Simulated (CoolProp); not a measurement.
Vapour-liquid equilibrium of CH2F2 (R32) (1) + R227EA (2) at 388 kPa; x and y are mole fractions of (1).

Computed with CoolProp (multi-fluid Helmholtz-energy mixture model, Tillner-Roth 1997 and Lemmon 2016; pair parameters Bell 2016).

| x | bubble temperature, mixture model (K) | bubble temperature, Raoult's law (K) | y, mixture model | y, Raoult's law |
|---|---|---|---|---|
| 0.05 | 288.7 | 288.9 | … | 0.169 |
| 0.15 | 280.7 | 281.9 | 0.409 | 0.413 |
| 0.25 | 274.0 | 276.2 | 0.578 | 0.577 |
| 0.35 | 268.7 | 271.4 | 0.692 | 0.693 |
| 0.45 | … | 267.3 | 0.770 | 0.779 |
| 0.55 | … | 263.7 | 0.827 | 0.843 |
| 0.65 | … | 260.6 | 0.871 | 0.893 |
| 0.75 | … | 257.8 | 0.908 | 0.932 |
| 0.85 | 254.7 | 255.3 | 0.944 | 0.963 |
| 0.95 | … | 253.0 | … | 0.989 |

**Question.** Complete the blanks.

**Answer.** 
- 0.05, y, mixture model: 0.160
- 0.45, bubble temperature, mixture model (K): 264.6
- 0.55, bubble temperature, mixture model (K): 261.4
- 0.65, bubble temperature, mixture model (K): 258.8
- 0.75, bubble temperature, mixture model (K): 256.6
- 0.95, bubble temperature, mixture model (K): 252.8
- 0.95, y, mixture model: 0.980

The largest gap from Raoult's law is -2.7 K in bubble temperature, at x = 0.45. No azeotrope shows between x = 0.05 and 0.95.

Pair parameters are fitted to limited data, so mixtures are less certain than the pure fluids.
